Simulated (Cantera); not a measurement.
Charge: 1 mol SiCl4, 17 mol NH3, 54 mol H2, equilibrated at 1998 K and 10.0 mbar.

Cantera equilibrium calculation (NASA polynomials, part measured and part estimated; ideal gas, pure solids and liquids). The tables' values for SiCl, SiN are old estimates; treat these amounts as uncertain. Gases not in the tables: Si2H6 and higher silanes. The numbers say what is thermodynamically allowed, not how fast it happens.

```
species       before     after
----------  --------  --------
H2             0.847     0.915
HCl           0.0357    0.0534
H             0.0148    0.0153
N2            0.0932   0.00244
SiCl2        0.00361   0.00749
Si2N         4.47e-5   7.23e-6
SiN          3.40e-5   5.49e-6
SiCl        0.000495  0.000713
Cl          0.000464  0.000667
SiH2         8.89e-5   9.61e-5
SiH         0.000267  0.000277
Si(l), mol     0.184     0.257
```
Gas species are given as mole fractions.

Problem. Name the change that produced these shifts.
A. NH3 from 17 to 0.28 mol
B. H2 from 54 to 0.57 mol
C. H2 from 54 to 0.84 mol
D. temperature from 1998 K to 1648 K

Solution. A, NH3 from 17 to 0.28 mol. The tables' values for SiCl are old estimates; treat these amounts as uncertain
